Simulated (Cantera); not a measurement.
Charge: 1 mol Si2H6, 0.051 mol HCl, 850 mol H2, at 1050 K and 1.00 Torr.

Method: chemical equilibrium by Gibbs-energy minimisation in Cantera with the NASA 1993 tables (ideal gas, pure condensed phases). Candidate condensed phases: Si; 19 gas species. The feed counts by its element totals alone. Kinetics and transport are ignored.

### Question
What is the equilibrium state?

### Answer
* **x(H2)**: 1.000
* **x(HCl)**: 5.98e-5
* **n(Si(s))**: 2.00 mol
* **gas amount**: 853.1 mol
